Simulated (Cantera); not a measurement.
A closed system holds: 1 mol NH3, 0.75 mol SO2, held at 850 K and 1 atm.

Cantera equilibrium calculation (NASA polynomials, part measured and part estimated; ideal gas, pure solids and liquids). Candidate condensed phases: H2O, H2SO4, S; 35 gas species. Gases not in the tables: S3 to S7. Kinetics and transport are ignored.

Base state: H2O 0.510, N2 0.218, H2S 0.144, SO2 0.0712, S2 0.0541, S2O 0.00190, H2 0.000675, S8 5.71e-5 (mole fractions); condensed: gas only.

**Question.** What changes in the equilibrium state with this change: temperature from 850 K to 950 K?

**Answer.** 
```json
[
 {"species": "H2O", "before": "0.510", "after": "0.522"},
 {"species": "N2", "before": "0.218", "after": "0.217"},
 {"species": "H2S", "before": "0.144", "after": "0.127"},
 {"species": "S2", "before": "0.0541", "after": "0.0656"},
 {"species": "SO2", "before": "0.0712", "after": "0.0636"},
 {"species": "S8", "before": "5.71e-5", "after": "3.49e-7"},
 {"species": "H2", "before": "0.000675", "after": "0.00206"}
]
```

**Question.** What changes in the equilibrium state with this change: SO2 from 0.75 to 0.023 mol?

**Answer.** 
```json
[
 {"species": "H2", "before": "0.000675", "after": "0.715"},
 {"species": "N2", "before": "0.218", "after": "0.250"},
 {"species": "H2O", "before": "0.510", "after": "0.0230"},
 {"species": "H2S", "before": "0.144", "after": "0.0115"},
 {"species": "SO2", "before": "0.0712", "after": "<1e-9"},
 {"species": "S2", "before": "0.0541", "after": "<1e-9"},
 {"species": "S2O", "before": "0.00190", "after": "<1e-9"},
 {"species": "S8", "before": "5.71e-5", "after": "<1e-9"},
 {"species": "NH3", "before": "1.54e-8", "after": "0.000568"}
]
```
